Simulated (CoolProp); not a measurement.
Vapour-liquid equilibrium of R125 (1) + fluoroethane (R161) (2) at 0.00901 MPa; x and y are mole fractions of (1).

Computed with CoolProp (multi-fluid Helmholtz-energy mixture model, Lemmon 2005 and Wu 2012; pair parameters Bell 2016).

```
x     bubble temperature (°C)  y at the bubble point  dew temperature at overall composition x (°C)  liquid density (mol/L)
----  -----------------------  ---------------------  ---------------------------------------------  ----------------------
0.05                    -79.9                  0.076                                          -79.7                       …
0.15                    -80.8                  0.235                                          -80.3                   17.40
0.25                    -81.9                  0.388                                          -80.9                   16.90
0.35                    -83.0                  0.520                                          -81.6                   16.42
0.45                    -84.1                  0.628                                          -82.4                   15.96
0.55                    -85.0                  0.714                                              …                   15.52
0.65                    -85.7                  0.784                                          -84.3                   15.09
0.75                    -86.3                  0.844                                          -85.3                   14.68
0.85                    -86.8                  0.901                                          -86.4                   14.28
0.95                    -87.2                      …                                              …                   13.91
```

Fill in the missing entries.


- 0.05, liquid density (mol/L): 17.92
- 0.55, dew temperature at overall composition x (°C): -83.3
- 0.95, y at the bubble point: 0.963
- 0.95, dew temperature at overall composition x (°C): -87.1

No azeotrope shows between x = 0.05 and 0.95.

Pair parameters are fitted to limited data, so mixtures are less certain than the pure fluids. The gap from Raoult's law changes sign with composition, which may be real or a fault of the pair parameters; it wasn't checked against measurements.
